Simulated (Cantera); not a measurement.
Gas mixture: 100 % H₂O, at 0.0158 atm, frozen composition.

Cantera's kinetic-theory transport with the Lennard-Jones parameters of GRI-Mech 3.0, ideal gas; thermal conductivity in the multicomponent form. Polar gases are described roughly by these parameters.

D: mixture-averaged diffusion coefficient of that species in the mixture.

```tsv
T (K)	ρ (kg/m³)	cp (J/kg/K)	μ (µPa s)	λ (mW/m/K)	Pr	D (cm²/s) C₂H₂	D (cm²/s) H	D (cm²/s) O
400	0.00867	1902	14.0	36.8	0.722	19.1	144	41.0
550	0.00630	1985	[?]	[?]	0.716	[?]	[?]	[?]
700	0.00495	2082	25.2	73.7	0.714	55.5	408	112
850	0.00408	2185	30.8	94.4	0.713	79.1	577	158
1000	0.00347	2292	[?]	[?]	0.714	[?]	[?]	[?]
1150	0.00301	2401	41.5	140	0.715	135	980	265
```

Task: Fill in the missing entries.

Result: 
- 550, μ (µPa s): 19.6
- 550, λ (mW/m/K): 54.3
- 550, D (cm²/s) C₂H₂: 35.4
- 550, D (cm²/s) H: 262
- 550, D (cm²/s) O: 73.3
- 1000, μ (µPa s): 36.2
- 1000, λ (mW/m/K): 116
- 1000, D (cm²/s) C₂H₂: 106
- 1000, D (cm²/s) H: 769
- 1000, D (cm²/s) O: 209
